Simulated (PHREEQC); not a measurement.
Solution (20 °C): 0.0029 mol NaNO3 per kg of water. Closed to the air; pH follows from the charge balance.

All values are PHREEQC results (ion-association model, wateq4f.dat), not measurements.

Each row changes one thing in this solution. Precipitation was switched off in this run.

```tsv
case	pH	ionic strength (mol/kgw)
as made	7.08	0.00290
NaNO3 from 0.0029 to 0.00058 mol/kgw	7.08	0.000580
0.00069 mol/kgw Fe2(SO4)3 added	3.14	0.00820
diluted 10-fold with water	7.08	0.000290
temperature from 20 to 40 °C	6.77	0.00290
NaNO3 replaced by Na3PO4 at the same molality	11.49	0.0126
temperature from 20 to 55 °C	6.57	0.00290
NaNO3 from 0.0029 to 0.00261 mol/kgw	7.08	0.00261
```

Complexes and solids missing from the database can't appear. Some of these states are supersaturated (in Jarosite-Na, Fe(OH)3(a), for instance). At this temperature some constants are extrapolated from 25 °C, and those without enthalpy data are left unchanged.
